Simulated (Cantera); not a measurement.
Input (Python, Cantera) and output of one run.

```python
import numpy as np
import cantera as ct

gas_names = """
    CL CL2 H HCL H2 Si SiCL SiCL2 SiCL3 SiCL4 SiH SiHCL3 SiH2 SiH2CL2 SiH3 SiH3CL SiH4 Si2 Si3
""".split()
cond_names = """
    Si(cr) Si(L)
""".split()


def load(file, names, dense=False):
    # The tables refer to 1 bar. Condensed volumes are neglected.
    table = {s.name: s for s in ct.Species.list_from_file(file)}
    out = []
    for n in names:
        d = dict(table[n].input_data)
        d["thermo"] = dict(d["thermo"], **{"reference-pressure": 1e5})
        if dense:
            d["equation-of-state"] = {"model": "constant-volume", "density": "1e6 g/cm^3"}
        out.append(ct.Species.from_dict(d))
    return out


gas = ct.Solution(thermo="ideal-gas", species=load("nasa_gas.yaml", gas_names))
cond = {s.name: ct.Solution(thermo="fixed-stoichiometry", species=[s], name=s.name)
        for s in load("nasa_condensed.yaml", cond_names, dense=True)}
atoms = {
    'Si': {'Si': 1},
    'HCl': {'H': 1, 'CL': 1},
    'H2': {'H': 2},
}
top_T = {}  # K; cautious upper limits of use, not melting points


def equilibrate(T, P, feed):
    n = {}
    for name, mol in feed.items():
        for a, k in atoms[name].items():
            n[a] = n.get(a, 0.0) + k * mol
    gas.TPX = T, P, n
    mass = sum(n.values()) * gas.mean_molecular_weight
    gas.equilibrate("TP")
    valid = [c for c in cond.values() if c.min_temp <= T <= top_T.get(c.name, c.max_temp)]
    mix = ct.Mixture([(gas, mass / gas.mean_molecular_weight)] + [(c, 0.0) for c in valid])
    mix.T, mix.P = T, P
    mix.equilibrate("TP", solver="vcs", rtol=1e-11, max_steps=5000)
    return mix


results = []
feed = {'Si': 1, 'HCl': 5.3, 'H2': 1.2}  # mol
P = 110000  # Pa
for T in [1050, 1075, 1100, 1125, 1150, 1175, 1200, 1225, 1250, 1275, 1300, 1325, 1350]:
    mix = equilibrate(T, P, feed)
    results.append((T, P, feed, dict(zip(mix.species_names, mix.species_moles))))
    x = sorted(zip(gas.X, gas.species_names), reverse=True)
    print(f"T = {T:g} K  P = {P:g} Pa  gas = {mix.phase_moles(0):.4g} mol")
    print("   x: " + "  ".join(f"{s} {v:.3e}" for v, s in x if v > 0.0001))
    print("   condensed (mol): " + ("  ".join(f"{mix.phase(i).name} {mix.phase_moles(i):.4g}"
          for i in range(1, mix.n_phases) if mix.phase_moles(i) > 1e-12) or "none"))
```

It prints:

```
T = 1050 K  P = 110000 Pa  gas = 5.501 mol
   x: H2 5.772e-01  HCL 2.410e-01  SiCL4 1.772e-01  SiHCL3 4.407e-03  SiCL3 1.774e-04
   condensed (mol): none
T = 1075 K  P = 110000 Pa  gas = 5.501 mol
   x: H2 5.763e-01  HCL 2.419e-01  SiCL4 1.763e-01  SiHCL3 5.219e-03  SiCL3 2.794e-04
   condensed (mol): none
T = 1100 K  P = 110000 Pa  gas = 5.501 mol
   x: H2 5.753e-01  HCL 2.429e-01  SiCL4 1.752e-01  SiHCL3 6.119e-03  SiCL3 4.299e-04
   condensed (mol): none
T = 1125 K  P = 110000 Pa  gas = 5.502 mol
   x: H2 5.741e-01  HCL 2.442e-01  SiCL4 1.739e-01  SiHCL3 7.104e-03  SiCL3 6.472e-04
   condensed (mol): none
T = 1150 K  P = 110000 Pa  gas = 5.503 mol
   x: H2 5.727e-01  HCL 2.456e-01  SiCL4 1.725e-01  SiHCL3 8.169e-03  SiCL3 9.542e-04
   condensed (mol): none
T = 1175 K  P = 110000 Pa  gas = 5.504 mol
   x: H2 5.711e-01  HCL 2.472e-01  SiCL4 1.708e-01  SiHCL3 9.305e-03  SiCL3 1.379e-03  SiCL2 1.088e-04
   condensed (mol): none
T = 1200 K  P = 110000 Pa  gas = 5.506 mol
   x: H2 5.693e-01  HCL 2.491e-01  SiCL4 1.689e-01  SiHCL3 1.050e-02  SiCL3 1.954e-03  SiCL2 1.984e-04
   condensed (mol): none
T = 1225 K  P = 110000 Pa  gas = 5.509 mol
   x: H2 5.672e-01  HCL 2.513e-01  SiCL4 1.666e-01  SiHCL3 1.173e-02  SiCL3 2.718e-03  SiCL2 3.505e-04  SiH2CL2 1.103e-04
   condensed (mol): none
T = 1250 K  P = 110000 Pa  gas = 5.514 mol
   x: H2 5.647e-01  HCL 2.539e-01  SiCL4 1.640e-01  SiHCL3 1.297e-02  SiCL3 3.709e-03  SiCL2 6.005e-04  SiH2CL2 1.397e-04
   condensed (mol): none
T = 1275 K  P = 110000 Pa  gas = 5.519 mol
   x: H2 5.618e-01  HCL 2.570e-01  SiCL4 1.609e-01  SiHCL3 1.419e-02  SiCL3 4.967e-03  SiCL2 9.977e-04  SiH2CL2 1.735e-04
   condensed (mol): none
T = 1300 K  P = 110000 Pa  gas = 5.527 mol
   x: H2 5.583e-01  HCL 2.607e-01  SiCL4 1.572e-01  SiHCL3 1.534e-02  SiCL3 6.526e-03  SiCL2 1.607e-03  SiH2CL2 2.112e-04
   condensed (mol): none
T = 1325 K  P = 110000 Pa  gas = 5.537 mol
   x: H2 5.543e-01  HCL 2.651e-01  SiCL4 1.530e-01  SiHCL3 1.638e-02  SiCL3 8.409e-03  SiCL2 2.510e-03  SiH2CL2 2.516e-04
   condensed (mol): none
T = 1350 K  P = 110000 Pa  gas = 5.551 mol
   x: H2 5.496e-01  HCL 2.703e-01  SiCL4 1.482e-01  SiHCL3 1.726e-02  SiCL3 1.062e-02  SiCL2 3.798e-03  SiH2CL2 2.930e-04
   condensed (mol): none
```

Cantera equilibrium calculation (NASA polynomials, part measured and part estimated; ideal gas, pure solids and liquids). The tables' values for SiCl3 are old estimates; treat these amounts as uncertain.
